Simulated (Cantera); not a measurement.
What does this Cantera script print?

```python
import numpy as np
import cantera as ct

gas = ct.Solution("gri30.yaml")
gas.TPX = 748, 101325, {'CH4': 1, 'H2': 0.16, 'O2': 2.08, 'N2': 7.82, 'H2O': 2.7}
inlet = ct.Reservoir(gas, clone=True)
gas.equilibrate("HP")  # start burning
reactor = ct.IdealGasConstPressureReactor(gas, energy="on", clone=False)
exhaust = ct.Reservoir(gas, clone=True)
tau = [0.44, 0.15, 0.053, 0.018, 0.0063, 0.0022, 0.00076, 0.00026, 9.1e-05][0]
for a, b in ((inlet, reactor), (reactor, exhaust)):
    ct.MassFlowController(a, b, mdot=lambda t: reactor.mass / tau)
net = ct.ReactorNet([reactor])
show = ['CH4', 'H2', 'O2', 'C2H6', 'NO', 'HCO']

rows = []
print(f"{'tau/s':>10s}{'T/K':>9s}" + "".join(f"{s:>11s}" for s in show))
for tau in [0.44, 0.15, 0.053, 0.018, 0.0063, 0.0022, 0.00076, 0.00026, 9.1e-05]:
    net.initial_time = 0.0
    net.advance(30 * tau)
    before = gas.X
    net.advance(40 * tau)
    drift = np.max(np.abs(gas.X - before) / (gas.X + 1e-9))
    rows.append([gas.T, *gas[show].X, drift])
    print(f"{tau:10.3e}{gas.T:9.1f}" + "".join(f"{x:11.3e}" for x in gas[show].X))
```

It prints:

```
     tau/s      T/K        CH4         H2         O2       C2H6         NO        HCO
 4.400e-01   2175.8  1.112e-06  5.606e-03  4.392e-03  5.168e-13  8.627e-04  4.417e-09
 1.500e-01   2170.7  2.911e-06  5.959e-03  4.852e-03  3.594e-12  5.356e-04  1.199e-08
 5.300e-02   2158.6  6.784e-06  6.751e-03  5.641e-03  1.996e-11  3.190e-04  3.285e-08
 1.800e-02   2134.9  1.494e-05  8.266e-03  7.005e-03  9.705e-11  2.017e-04  9.477e-08
 6.300e-03   2098.5  3.082e-05  1.052e-02  8.992e-03  3.914e-10  1.399e-04  2.658e-07
 2.200e-03   2047.3  6.458e-05  1.353e-02  1.169e-02  1.529e-09  9.870e-05  7.449e-07
 7.600e-04   1980.6  1.457e-04  1.705e-02  1.522e-02  6.706e-09  6.630e-05  2.097e-06
 2.600e-04   1899.1  3.782e-04  2.047e-02  2.005e-02  4.070e-08  4.007e-05  5.975e-06
 9.100e-05   1793.7  1.372e-03  2.299e-02  2.924e-02  6.370e-07  1.838e-05  1.751e-05
```

Cantera simulation using GRI-Mech 3.0 (53 species, 325 reactions); the numbers are that mechanism's predictions, not measurements.
